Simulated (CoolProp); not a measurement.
The fluid at 469.42 K and 0.0738 MPa expands adiabatically to 0.00647 MPa with isentropic efficiency 1. The same conditions are run with several fluids, on thermodynamics alone (safety and materials aside).

Computed with CoolProp (reference Helmholtz-energy equation of state of each fluid (propylene glycol: Eisenbach 2021; carbon monoxide: Lemmon 2006; octamethyltrisiloxane (MDM): Thol 2017; R404A: Lemmon 2003; R227EA: Lemmon 2016)). Blends and air are pseudo-pure fits.

Rank propylene glycol, carbon monoxide, octamethyltrisiloxane (MDM), R404A, R227EA by work (kJ/kg), highest first.

carbon monoxide (245), propylene glycol (117), R404A (88.5), R227EA (52.6), octamethyltrisiloxane (MDM) (38.6)

```tsv
fluid	final temperature (K)	final density (kg/m³)
propylene glycol	417.8	0.142
carbon monoxide	234.9	0.0928
octamethyltrisiloxane (MDM)	447.2	0.413
R404A	386.8	0.196
R227EA	416.4	0.318
```
